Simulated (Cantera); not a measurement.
Input: 1 mol CsCl, 1.7 mol H2, held at 0.00480 bar.

Method: chemical equilibrium by Gibbs-energy minimisation in Cantera with the NASA 1993 tables (ideal gas, pure condensed phases). Candidate condensed phases: Cs, CsCl; 9 gas species. Equilibrium is a limit: real reactors are often held back by kinetics, nucleation or transport.

Q: Which condensed phases are stable at each of these points (T (K)): 748, 798, 848, 898, 948, 998, 1048, 1098, 1148, 1198, 1248, 1298?

A: 
```json
[
 {"T (K)": "748", "condensed phases": "CsCl(s)", "Cs condensed (%)": "100.0"},
 {"T (K)": "798", "condensed phases": "CsCl(s)", "Cs condensed (%)": "99.8"},
 {"T (K)": "848", "condensed phases": "CsCl(s)", "Cs condensed (%)": "98.9"},
 {"T (K)": "898", "condensed phases": "CsCl(s)", "Cs condensed (%)": "94.9"},
 {"T (K)": "948", "condensed phases": "CsCl(l)", "Cs condensed (%)": "81.4"},
 {"T (K)": "998", "condensed phases": "CsCl(l)", "Cs condensed (%)": "37.9"},
 {"T (K)": "1048", "condensed phases": "gas only", "Cs condensed (%)": "0.0"},
 {"T (K)": "1098", "condensed phases": "gas only", "Cs condensed (%)": "0.0"},
 {"T (K)": "1148", "condensed phases": "gas only", "Cs condensed (%)": "0.0"},
 {"T (K)": "1198", "condensed phases": "gas only", "Cs condensed (%)": "0.0"},
 {"T (K)": "1248", "condensed phases": "gas only", "Cs condensed (%)": "0.0"},
 {"T (K)": "1298", "condensed phases": "gas only", "Cs condensed (%)": "0.0"}
]
```

From 748 K to 898 K the condensed part is CsCl(s). From 948 K to 998 K the condensed part is CsCl(l). From 1048 K to 1298 K nothing is condensed.
